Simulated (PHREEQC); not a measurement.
A solution holds 2.1 mol Na2CO3 and 1.2 mol KBr per kg of water, at 25 °C. Closed to the air; pH follows from the charge balance.

The numbers come from PHREEQC with the Pitzer model, pitzer.dat.

Each row changes one thing in this solution. This is a speciation only: nothing precipitates in the calculation.

```json
[
 {"case": "as made", "pH": "11.94", "ionic strength (mol/kgw)": "7.49"},
 {"case": "temperature from 25 to 30 °C", "pH": "11.85", "ionic strength (mol/kgw)": "7.49"},
 {"case": "Na2CO3 replaced by K2CO3 at the same molality", "pH": "___", "ionic strength (mol/kgw)": "7.49"},
 {"case": "KBr left out", "pH": "___", "ionic strength (mol/kgw)": "___"},
 {"case": "Na2CO3 left out", "pH": "6.93", "ionic strength (mol/kgw)": "1.20"}
]
```

Fill in the missing entries.


- Na2CO3 replaced by K2CO3 at the same molality, pH: 12.30
- KBr left out, pH: 11.90
- KBr left out, ionic strength (mol/kgw): 6.29

In brines, pH and single-ion activities rest on the MacInnes convention.
